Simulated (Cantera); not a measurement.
A freely propagating, adiabatic, planar premixed flame of H2 : O2 : N2 = 1 : 0.227 : 0.855 (molar parts), equivalence ratio 2.2, unburnt at 350 K and 5.00 bar; mixture-averaged transport, grid criteria slope 0.08 and curve 0.16, no radiation.

Cantera simulation using the H2/O2 subset of GRI-Mech 3.0, which has no nitrogen chemistry; the numbers are that mechanism's predictions, not measurements. The hydrogen kinetics of GRI-Mech 3.0 are dated; newer H2 mechanisms differ, most at raised pressure. Burning velocities carry a grid error of a few per cent, more on coarse grids.

**Question.** What does this change do: inlet temperature 350 to 700 K?

**Answer.** 
| quantity | before | after |
|---|---|---|
| laminar burning velocity | 336 cm/s | 1210 cm/s |
| thermal thickness | 0.0487 mm | 0.0621 mm |
| peak x(OH) | 0.00208 | 0.00442 |
| peak x(H2O2) | 0.000124 | 2.62e-5 |
| peak x(H) | 0.0372 | 0.0632 |

**Question.** What does this change do: 0.024 parts H2O added?

**Answer.** 
```json
[
 {"quantity": "laminar burning velocity", "before": "336 cm/s", "after": "319 cm/s"},
 {"quantity": "thermal thickness", "before": "0.0487 mm", "after": "0.0487 mm"},
 {"quantity": "peak x(OH)", "before": "0.00208", "after": "0.00199"},
 {"quantity": "peak x(H2O2)", "before": "0.000124", "after": "0.000126"},
 {"quantity": "peak x(H)", "before": "0.0372", "after": "0.0345"}
]
```
